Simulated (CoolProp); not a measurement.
Fluorine along the isobar 55.2 bar: Z from the reference equation and from simpler models built on Tc = 144.4 K, pc = 52.40 bar, ω = 0.045; each cubic takes its own stable root.

Model: reference Helmholtz-energy equation of state, de Reuck 1990, in CoolProp.

```
T (K)          phase  reference
-----  -------------  ---------
81.8          liquid     0.2006
100.9         liquid     0.1781
120.1         liquid     0.1694
139.2         liquid     0.1849
158.3  supercritical     0.6693
177.5  supercritical     0.8004
196.6  supercritical     0.8670
215.7  supercritical     0.9076
234.9  supercritical     0.9345
254    supercritical     0.9530
273.1  supercritical     0.9664
```

Q: How far does each simpler model (Soave-Redlich-Kwong, Peng-Robinson) lie from the reference over these 11 states: mean and median of the absolute difference, and the worst?

A: 
- Soave-Redlich-Kwong: mean 1.7 %, median 0.6 %, worst +11.5 % at 139.2 K and 55.2 bar
- Peng-Robinson: mean 4.3 %, median 2.6 %, worst -11.8 % at 81.8 K and 55.2 bar
